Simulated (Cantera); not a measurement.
Standard-state values (1 bar) from the NASA 1993 polynomials, evaluated with Cantera. Values are per mole of reaction as written; species without (g) are pure solids or liquids, kept so even where they would boil at 1 bar.

2 P2(g) + 10 NO(g) ⇌ 10 N(g) + P4O10(g), with ΔH° = 622.7 kJ and ΔS° = -606.5 J/K at 300 K.

Q: How far is the shortcut ΔG° ≈ ΔH°(300 K) − T·ΔS°(300 K) from the full temperature-dependent value at 2323, 2373, 2423, 2473, 2523, 2573, 2623, 2673, 2723, 2773, 2823 K?

A: 
| T (K) | shortcut (kJ) | full (kJ) | difference (kJ) | difference in log10 K |
|---|---|---|---|---|
| 2323 | 2031.7 | 1798.3 | 233.4 | -5.25 |
| 2373 | 2062.0 | 1819.5 | 242.6 | -5.34 |
| 2423 | 2092.4 | 1840.6 | 251.8 | -5.43 |
| 2473 | 2122.7 | 1861.6 | 261.1 | -5.51 |
| 2523 | 2153.0 | 1882.5 | 270.5 | -5.60 |
| 2573 | 2183.3 | 1903.4 | 280.0 | -5.68 |
| 2623 | 2213.7 | 1924.1 | 289.5 | -5.77 |
| 2673 | 2244.0 | 1944.8 | 299.2 | -5.85 |
| 2723 | 2274.3 | 1965.4 | 308.9 | -5.93 |
| 2773 | 2304.6 | 1985.9 | 318.7 | -6.00 |
| 2823 | 2335.0 | 2006.4 | 328.6 | -6.08 |
The shortcut ignores the heat-capacity change of the reaction.
